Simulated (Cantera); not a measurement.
A perfectly stirred reactor is fed with CH₄ : O₂ : N₂ : H₂O = 1 : 1.25 : 4.7 : 0.24 (molar parts), equivalence ratio 1.6, at 0.850 bar; it is adiabatic with a 650 K inlet, and is followed from long to short residence time, starting on the burning branch (τ in s: 0.085, 0.024, 0.007, 0.002, 0.00058, 0.00017, 4.8e-05, 1.4e-05, 4e-06).

Computed with Cantera and GRI-Mech 3.0 (53 species, 325 reactions).

Problem. Predict: blow-out, bracketed by the residence times tried; x(CH₄) at τ = 85.0 ms; x(O₂) at τ = 85.0 ms; x(H₂O) at τ = 85.0 ms; x(C₂H) at τ = 85.0 ms; x(C₂H₄) at τ = 85.0 ms; x(CH₄) at τ = 0.580 ms; x(O₂) at τ = 0.580 ms; x(H₂O) at τ = 0.580 ms; x(C₂H) at τ = 0.580 ms; x(C₂H₄) at τ = 0.580 ms.

Solution. 
- blow-out, bracketed by the residence times tried = burning at 0.580 ms, out at 0.170 ms
- x(CH₄) at τ = 85.0 ms = 0.000613
- x(O₂) at τ = 85.0 ms = 0.000142
- x(H₂O) at τ = 85.0 ms = 0.184
- x(C₂H) at τ = 85.0 ms = 3.37e-8
- x(C₂H₄) at τ = 85.0 ms = 1.63e-6
- x(CH₄) at τ = 0.580 ms = 0.00653
- x(O₂) at τ = 0.580 ms = 0.00988
- x(H₂O) at τ = 0.580 ms = 0.188
- x(C₂H) at τ = 0.580 ms = 1.34e-6
- x(C₂H₄) at τ = 0.580 ms = 0.000382
